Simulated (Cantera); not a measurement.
A closed system holds: 1 mol B₂H₆, 0.29 mol H₂O, 140 mol N₂, equilibrated at 0.100 bar.

Equilibrium computed with Cantera from the NASA thermochemical tables; the gas is ideal and each condensed phase is pure. Candidate condensed phases: B, BN, B₂O₃, B₃O₃H₃, H₂O; 39 gas species. The feed counts by its element totals alone. N₂ is the only nitrogen source here; it is nearly inert below about 1500 K, so the nitride shown seldom forms there in practice. Mutual solubility and eutectic melting of coexisting phases are not modelled. The numbers say what is thermodynamically allowed, not how fast it happens. All values below are at 850 °C.

Base state: N₂ 0.977, H₂ 0.0230, H₂O 9.77e-5 (mole fractions); condensed: BN(s) + B₂O₃(l).

**Question.** What changes in the equilibrium state with this change: H₂O from 0.29 to 7.9 mol?

**Answer.** 
```
species        before     after
------------  -------  --------
N₂              0.977     0.928
H₂             0.0230    0.0398
H₂O           9.77e-5    0.0324
HBO₂          8.01e-6  0.000146
(HBO₂)₃       4.84e-9   2.91e-5
BN(s), mol       1.82         0
B₂O₃(l), mol   0.0913     0.982
```
Gases not in the tables: H₃BO₃.
